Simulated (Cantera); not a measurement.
An adiabatic, constant-pressure homogeneous reactor starts with CH₄ : O₂ : N₂ = 1 : 2.5 : 9.4 (molar parts), equivalence ratio 0.80, at 1750 K and 1.01 bar. Integrator tolerance rtol = 1e-08.

Cantera simulation using GRI-Mech 3.0 (53 species, 325 reactions); the numbers are that mechanism's predictions, not measurements.

Q: What does this change do: 1.1 parts H2O added?

A: 
| quantity | before | after |
|---|---|---|
| time of steepest temperature rise | 0.150 ms | 0.151 ms |
| temperature at 0.600 s | 2758 K | 2687 K |
| equilibrium temperature | 2758 K | 2687 K |
| x(CH₄) at 0.600 s | <1e-12 (gas-phase equilibrium <1e-12) | <1e-12 (gas-phase equilibrium <1e-12) |
| x(O₂) at 0.600 s | 0.0416 (gas-phase equilibrium 0.0416) | 0.0387 (gas-phase equilibrium 0.0387) |
| x(CO₂) at 0.600 s | 0.0461 (gas-phase equilibrium 0.0461) | 0.0471 (gas-phase equilibrium 0.0471) |
| x(CH₂O) at 0.600 s | 1.31e-10 (gas-phase equilibrium 1.31e-10) | 1.18e-10 (gas-phase equilibrium 1.18e-10) |
| x(C₂H₄) at 0.600 s | <1e-12 (gas-phase equilibrium <1e-12) | <1e-12 (gas-phase equilibrium <1e-12) |
| x(CH₂) at 0.600 s | <1e-12 (gas-phase equilibrium <1e-12) | <1e-12 (gas-phase equilibrium <1e-12) |
